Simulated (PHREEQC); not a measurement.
LiOH is added in steps, without added water, to 1 kg of water holding 0.0039 mol ZnSO4 and 0.00017 mol NaOH, at 25 °C. Oxygen alone is held at its pressure in air (log pO2 = -0.68). The system is closed to CO2. The run lets Zincite(c), Zn4(OH)6SO4, Mirabilite, Goslarite precipitate or redissolve, and no other solid.

Base run: PHREEQC, ion-association model, wateq4f.dat. Each further column changes one thing. The table gives Zn+2 (mol/kgw).

| LiOH added (mol) | base | Debye-Hückel limiting law | metal-ligand complexes left out | Davies equation for every ion |
|---|---|---|---|---|
| 0 | 0.00292 | 0.00302 | 0.00380 | 0.00294 |
| 0.0025 | 0.00192 | 0.00199 | 0.00256 | 0.00194 |
| 0.005 | 0.000962 | 0.00100 | 0.00131 | 0.000970 |
| 0.0075 | 4.60e-5 | 4.80e-5 | 6.38e-5 | 4.64e-5 |
| 0.01 | 4.93e-12 | 5.65e-12 | 4.95e-12 | 5.03e-12 |
| 0.0125 | 1.22e-12 | 1.44e-12 | 1.23e-12 | 1.25e-12 |
| 0.015 | 5.59e-13 | 6.70e-13 | 5.62e-13 | 5.73e-13 |
| 0.0175 | 3.24e-13 | 3.97e-13 | 3.26e-13 | 3.33e-13 |
| 0.02 | 2.14e-13 | 2.68e-13 | 2.15e-13 | 2.20e-13 |
